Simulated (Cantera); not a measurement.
# SrCl2 + H2 (halide evaporation, hydrolysis and transport)

Charge: 1 mol SrCl2, 12 mol H2, held at 0.480 Pa.

These are equilibrium values from Cantera (NASA tables, ideal gas, pure condensed phases), not measurements of a reactor. Candidate condensed phases: Sr, SrCl2; 8 gas species. Kinetics and transport are ignored.

| T (K) | x H | x H2 | x Cl | x HCl | x Sr | x SrCl2 | x SrCl |
|---|---|---|---|---|---|---|---|
| 1923 | 0.321 | 0.557 | 0.0183 | 0.0423 | 0.0243 | 0.0252 | 0.0120 |
| 1973 | 0.416 | 0.457 | 0.0280 | 0.0411 | 0.0289 | 0.0170 | 0.0113 |
| 2023 | 0.517 | 0.355 | 0.0393 | 0.0364 | 0.0330 | 0.00998 | 0.00963 |
| 2073 | 0.612 | 0.260 | 0.0504 | 0.0290 | 0.0360 | 0.00498 | 0.00740 |
| 2123 | 0.695 | 0.180 | 0.0593 | 0.0209 | 0.0376 | 0.00213 | 0.00513 |
| 2173 | 0.760 | 0.119 | 0.0653 | 0.0140 | 0.0380 | 0.000815 | 0.00331 |
| 2223 | 0.806 | 0.0760 | 0.0689 | 0.00895 | 0.0379 | 0.000298 | 0.00207 |
x: gas mole fraction; nothing condenses.

From 1923 K to 2223 K nothing is condensed. The main Sr-bearing gas is SrCl2 at 1923 K and Sr at 2223 K.
